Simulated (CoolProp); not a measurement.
Vapour-liquid equilibrium of carbon dioxide (1) + R125 (2) at 825 kPa; x and y are mole fractions of (1).

Values from CoolProp's multi-fluid Helmholtz-energy mixture model, Span 1996 and Lemmon 2005; pair parameters Bell 2016.

Q: Give the bubble temperature and the first vapour's composition at x = 0.35, 0.55, 0.95. Is there an azeotrope?

A: x = 0.35: 247.4 K, y = 0.745; x = 0.55: 239.0 K, y = 0.861; x = 0.95: 229.0 K, y = 0.985. No azeotrope shows between x = 0.05 and 0.95.

The pair parameters rest on a limited set of measurements; away from them the model extrapolates.
